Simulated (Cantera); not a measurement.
Charge: 1 mol B₂O₃, 82 mol H₂, 0.68 mol N₂, 0.055 mol O₂, equilibrated at 1523 K and 0.130 bar.

These are equilibrium values from Cantera (NASA tables, ideal gas, pure condensed phases), not measurements of a reactor. Candidate condensed phases: B, BN, B₂O₃, B₃O₃H₃, H₂O; 39 gas species. Gases not in the tables: H₃BO₃. Rates play no part.

Base state: H₂ 0.986, N₂ 0.00820, HBO₂ 0.00251, HBO 0.00167, H₂O 0.000934, B₂O₃ 0.000265, H 6.37e-5, B₂O₂ 1.97e-5 (mole fractions); condensed: B₂O₃(l).

Task: What changes in the equilibrium state with this change: pressure from 0.130 bar to 13.3 mbar?

Result: 
| species | before | after |
|---|---|---|
| H₂ | 0.986 | 0.975 |
| N₂ | 0.00820 | 0.00815 |
| HBO₂ | 0.00251 | 0.00718 |
| HBO | 0.00167 | 0.00562 |
| B₂O₂ | 1.97e-5 | 0.000227 |
| BO | 2.71e-6 | 2.87e-5 |
| B₂O₃ | 0.000265 | 0.00259 |
| H | 6.37e-5 | 0.000198 |
| H₂O | 0.000934 | 0.000783 |
| B₂O₃(l), mol | 0.802 | 0.230 |
